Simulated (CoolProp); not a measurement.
m-xylene along the isotherm 620 K: Z from the reference equation and from simpler models built on Tc = 616.9 K, pc = 3.535 MPa, ω = 0.326; each cubic takes its own stable root.

Model: reference Helmholtz-energy equation of state, Zhou 2012, in CoolProp.

```csv
p (MPa),phase,reference,Soave-Redlich-Kwong,Peng-Robinson
2.72,gas,0.6445,0.6696,0.6442
5.44,supercritical,0.2405,0.2978,0.2689
8.16,supercritical,0.3289,0.3904,0.3513
10.9,supercritical,0.4176,0.4846,0.4356
13.6,supercritical,0.5031,0.5752,0.5168
16.3,supercritical,0.5869,0.6637,0.5963
19,supercritical,0.6690,0.7502,0.6740
21.8,supercritical,0.7527,0.8383,0.7532
24.5,supercritical,0.8322,0.9217,0.8283
27.2,supercritical,0.9106,1.004,0.9024
29.9,supercritical,0.9880,1.085,0.9756
32.6,supercritical,1.065,1.165,1.048
35.3,supercritical,1.140,1.245,1.120
```
